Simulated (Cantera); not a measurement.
Charge: 1 mol toluene, 0.58 mol NH3, 3.6 mol N2, equilibrated at 1198.15 K.

These are equilibrium values from Cantera (NASA tables, ideal gas, pure condensed phases), not measurements of a reactor. Candidate condensed phases: C, C6H6, C7H8, C8H18; 92 gas species. The ideal-gas law is rough above about 30 bar. The numbers say what is thermodynamically allowed, not how fast it happens.

log p: log10 of the partial pressure in bar; n: condensed amount in mol.

```tsv
P (Pa)	log p H2	log p N2	log p CH4	log p NH3	n C(graphite)
10	-4.25	-4.35	-10.31	?	7.00
160	-3.05	-3.15	-7.90	?	7.00
2500	-1.86	-1.95	-5.51	?	7.00
40000	-0.66	-0.75	-3.11	?	6.98
630000	0.51	0.46	-0.77	?	6.77
10000000	1.50	1.71	1.21	?	5.78
```

What belongs in the gaps?


- 10, log p NH3: -12.27
- 160, log p NH3: -9.87
- 2500, log p NH3: -7.48
- 40000, log p NH3: -5.07
- 630000, log p NH3: -2.72
- 10000000, log p NH3: -0.60
